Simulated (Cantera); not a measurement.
Input (Python, Cantera):

```python
import numpy as np
import cantera as ct

gas = ct.Solution("gri30.yaml")
gas.TPX = 1173, 30000, {'N2O': 0.68, 'O2': 0.27}
reactor = ct.IdealGasConstPressureReactor(gas, energy="off", clone=False)
net = ct.ReactorNet([reactor])
net.rtol, net.atol = 1e-08, 1e-18
show = ['N2O', 'O2', 'N2', 'O', 'NO', 'NO2']
times = np.geomspace(0.0004, 20, 14)

steps = ct.SolutionArray(gas, extra=["t"])
rows = []
print(f"{'t/s':>10s}{'T/K':>9s}{'P/Pa':>11s}" + "".join(f"{s:>11s}" for s in show))
for t in times:
    while net.time < t:
        t_next = net.step()
        steps.append(gas.state, t=t_next)
    rows.append([np.interp(t, steps.t, y) for y in (steps.T, steps.P, *steps(*show).X.T)])
    print(f"{t:10.3e}{rows[-1][0]:9.1f}{rows[-1][1]:11.4g}" + "".join(f"{x:11.3e}" for x in rows[-1][2:]))
rate = np.gradient(steps.T, steps.t)
print("integrator steps:", len(steps.t))
if steps.T.max() > steps.T[0] + 200:
    print(f"time of steepest temperature rise: {steps.t[rate.argmax()]:.4e} s")
gas.TPX = 1173, 30000, {'N2O': 0.68, 'O2': 0.27}
gas.equilibrate("TP")
print(f"equilibrium (TP): T = {gas.T:.1f} K  " + "  ".join(f"{s} {gas[s].X[0]:.3e}" for s in show))
```

Output:

```
       t/s      T/K       P/Pa        N2O         O2         N2          O         NO        NO2
 4.000e-04   1173.0      3e+04  7.157e-01  2.842e-01  2.832e-05  1.170e-06  2.685e-06  2.845e-11
 9.194e-04   1173.0      3e+04  7.157e-01  2.842e-01  6.647e-05  1.170e-06  6.458e-06  1.641e-10
 2.113e-03   1173.0      3e+04  7.156e-01  2.843e-01  1.542e-04  1.170e-06  1.513e-05  8.956e-10
 4.858e-03   1173.0      3e+04  7.153e-01  2.843e-01  3.556e-04  1.170e-06  3.504e-05  4.743e-09
 1.117e-02   1173.0      3e+04  7.146e-01  2.845e-01  8.183e-04  1.170e-06  8.078e-05  2.441e-08
 2.567e-02   1173.0      3e+04  7.131e-01  2.848e-01  1.880e-03  1.169e-06  1.856e-04  1.206e-07
 5.900e-02   1173.0      3e+04  7.096e-01  2.856e-01  4.308e-03  1.169e-06  4.253e-04  5.422e-07
 1.356e-01   1173.0      3e+04  7.018e-01  2.874e-01  9.832e-03  1.167e-06  9.695e-04  2.088e-06
 3.117e-01   1173.0      3e+04  6.841e-01  2.915e-01  2.222e-02  1.163e-06  2.188e-03  6.425e-06
 7.165e-01   1173.0      3e+04  6.457e-01  3.003e-01  4.919e-02  1.153e-06  4.830e-03  1.626e-05
 1.647e+00   1173.0      3e+04  5.676e-01  3.182e-01  1.040e-01  1.129e-06  1.016e-02  3.623e-05
 3.785e+00   1173.0      3e+04  4.295e-01  3.499e-01  2.011e-01  1.072e-06  1.941e-02  7.127e-05
 8.701e+00   1173.0      3e+04  2.426e-01  3.932e-01  3.328e-01  9.268e-07  3.128e-02  1.176e-04
 2.000e+01   1173.0      3e+04  8.278e-02  4.310e-01  4.462e-01  5.920e-07  3.978e-02  1.568e-04
integrator steps: 631
equilibrium (TP): T = 1173.0 K  N2O 6.239e-09  O2 4.728e-01  N2 5.270e-01  O 1.765e-08  NO 1.954e-04  NO2 3.089e-06
```

Computed with Cantera and GRI-Mech 3.0 (53 species, 325 reactions). GRI-Mech 3.0 was tuned for natural gas; its chemistry of N2O as a main component is partial and can be far from experiment. The mechanism lacks the step 2 NO + O2 → 2 NO2, which can matter for NO2 below about 1400 K. The temperature is held fixed by assumption; the heat of reaction is taken as removed at once.
